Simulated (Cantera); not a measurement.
A perfectly stirred reactor is fed with CH4 : O2 : N2 = 1 : 1.82 : 6.84 (molar parts), equivalence ratio 1.1, at 750 Torr; it is adiabatic with a 800 K inlet, and is followed from long to short residence time, starting on the burning branch (τ in s: 0.021, 0.011, 0.0059, 0.0031, 0.0017, 0.00088, 0.00046, 0.00025, 0.00013, 6.9e-05).

Computed with Cantera and GRI-Mech 3.0 (53 species, 325 reactions).

**Question.** What does this change do: 0.25 parts H2 added?

**Answer.** 
```tsv
quantity	before	after
blow-out, bracketed by the residence times tried	burning at 69.0 µs, the shortest tried	burning at 69.0 µs, the shortest tried
x(CH4) at τ = 21.0 ms	5.99e-6	6.44e-6
x(O2) at τ = 21.0 ms	0.00492	0.00244
x(HCN) at τ = 21.0 ms	1.07e-6	1.50e-6
x(C2H4) at τ = 21.0 ms	4.78e-10	6.41e-10
x(CO) at τ = 21.0 ms	0.0350	0.0432
x(CH4) at τ = 0.880 ms	7.40e-5	7.08e-5
x(O2) at τ = 0.880 ms	0.0112	0.00725
x(HCN) at τ = 0.880 ms	2.53e-6	3.88e-6
x(C2H4) at τ = 0.880 ms	3.41e-8	3.69e-8
x(CO) at τ = 0.880 ms	0.0415	0.0471
```

**Question.** What does this change do: pressure from 750 Torr to 4950 Torr?

**Answer.** 
| quantity | before | after |
|---|---|---|
| blow-out, bracketed by the residence times tried | burning at 69.0 µs, the shortest tried | burning at 69.0 µs, the shortest tried |
| x(CH4) at τ = 21.0 ms | 5.99e-6 | 2.28e-6 |
| x(O2) at τ = 21.0 ms | 0.00492 | 0.00178 |
| x(HCN) at τ = 21.0 ms | 1.07e-6 | 6.43e-7 |
| x(C2H4) at τ = 21.0 ms | 4.78e-10 | 1.10e-10 |
| x(CO) at τ = 21.0 ms | 0.0350 | 0.0306 |
| x(CH4) at τ = 0.880 ms | 7.40e-5 | 3.46e-5 |
| x(O2) at τ = 0.880 ms | 0.0112 | 0.00368 |
| x(HCN) at τ = 0.880 ms | 2.53e-6 | 4.85e-6 |
| x(C2H4) at τ = 0.880 ms | 3.41e-8 | 2.12e-8 |
| x(CO) at τ = 0.880 ms | 0.0415 | 0.0327 |
